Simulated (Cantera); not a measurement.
# Thermodynamics of hydrogen reduction and annealing atmospheres, feed TiO₂ + H₂

Input: 1 mol TiO₂, 220 mol H₂, equilibrated at 1000 Pa.

Equilibrium computed with Cantera from the NASA thermochemical tables; the gas is ideal and each condensed phase is pure. Candidate condensed phases: H₂O, Ti, TiO, TiO₂, Ti₂O₃, Ti₃O₅, Ti₄O₇; 12 gas species. Mutual solubility and eutectic melting of coexisting phases are not modelled. Condensed phases not in the tables: Magnéli phases beyond Ti₄O₇. Rates play no part.

From 750 °C to 850 °C the condensed part is TiO₂(rutile) + Ti₄O₇(s). From 950 °C to 1050 °C the condensed part is Ti₄O₇(s). From 1150 °C to 1450 °C the condensed part is Ti₃O₅(s). At 1550 °C the condensed part is Ti₂O₃(s) + Ti₃O₅(s). From 1650 °C to 1750 °C the condensed part is Ti₂O₃(s). At 1850 °C the condensed part is Ti₂O₃(l).

| T (°C) | log p H₂ | log p H | log p H₂O | log p TiO | log p TiO₂ | log p OH | log p Ti | log p O | n TiO₂(rutile) | n Ti₄O₇(s) | n Ti₃O₅(s) | n Ti₂O₃(s) | n Ti₂O₃(l) |
|---|---|---|---|---|---|---|---|---|---|---|---|---|---|
| 750 | -2.00 | -9.38 | -5.98 | <-14 | <-14 | <-14 | <-14 | <-14 | 0.907 | 0.0233 | 0 | 0 | 0 |
| 850 | -2.00 | -8.37 | -5.37 | <-14 | <-14 | <-14 | <-14 | <-14 | 0.626 | 0.0934 | 0 | 0 | 0 |
| 950 | -2.00 | -7.52 | -4.94 | <-14 | <-14 | -12.51 | <-14 | <-14 | 0 | 0.250 | 0 | 0 | 0 |
| 1050 | -2.00 | -6.80 | -4.94 | <-14 | <-14 | -11.58 | <-14 | <-14 | 0 | 0.250 | 0 | 0 | 0 |
| 1150 | -2.00 | -6.18 | -4.82 | -13.57 | -13.37 | -10.66 | <-14 | <-14 | 0 | 0 | 0.333 | 0 | 0 |
| 1250 | -2.00 | -5.64 | -4.82 | -11.93 | -11.99 | -9.97 | <-14 | -13.67 | 0 | 0 | 0.333 | 0 | 0 |
| 1350 | -2.00 | -5.16 | -4.82 | -10.50 | -10.79 | -9.36 | -13.40 | -12.60 | 0 | 0 | 0.333 | 0 | 0 |
| 1450 | -2.00 | -4.74 | -4.82 | -9.25 | -9.74 | -8.82 | -11.82 | -11.66 | 0 | 0 | 0.333 | 0 | 0 |
| 1550 | -2.00 | -4.36 | -4.75 | -8.18 | -8.78 | -8.27 | -10.54 | -10.75 | 0 | 0 | 0.220 | 0.170 | 0 |
| 1650 | -2.01 | -4.03 | -4.65 | -7.26 | -7.92 | -7.73 | -9.48 | -9.88 | 0 | 0 | 0 | 0.499 | 0 |
| 1750 | -2.01 | -3.73 | -4.65 | -6.40 | -7.20 | -7.34 | -8.39 | -9.20 | 0 | 0 | 0 | 0.495 | 0 |
| 1850 | -2.02 | -3.45 | -4.63 | -5.63 | -6.54 | -6.98 | -7.43 | -8.56 | 0 | 0 | 0 | 0 | 0.470 |
log p: log10 of the partial pressure in bar; n: condensed amount in mol.
